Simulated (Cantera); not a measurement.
Cantera with NASA thermochemical tables; ideal gases at 1 bar, condensed phases pure. Values are per mole of reaction as written; species without (g) are pure solids or liquids, kept so even where they would boil at 1 bar.

Between 2225 and 2725 K, where is each reaction favourable under standard conditions?
- 2 Al + 6 HI(g) ⇌ 2 AlI3(g) + 3 H2(g)


- 2 Al + 6 HI(g) ⇌ 2 AlI3(g) + 3 H2(g): ΔG° is -184 kJ at 2225 K and -95 kJ at 2725 K; it stays negative (K > 1). ΔH° is -583 kJ and ΔS° -179 J/K at 2725 K.
